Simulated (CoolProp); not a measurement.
Computed with CoolProp (reference Helmholtz-energy equation of state, Lemmon and Jacobsen 2000).

Problem. For R143a, give the phase and the cp (kJ/(kg K)), speed of sound (m/s) at 7.15 °C and 0.101 MPa; 71.55 °C and 0.101 MPa; 97.25 °C and 0.101 MPa.

Solution. 
- 7.15 °C and 0.101 MPa: gas; cp 0.916, speed of sound 174
- 71.55 °C and 0.101 MPa: gas; cp 1.03, speed of sound 193
- 97.25 °C and 0.101 MPa: gas; cp 1.08, speed of sound 200
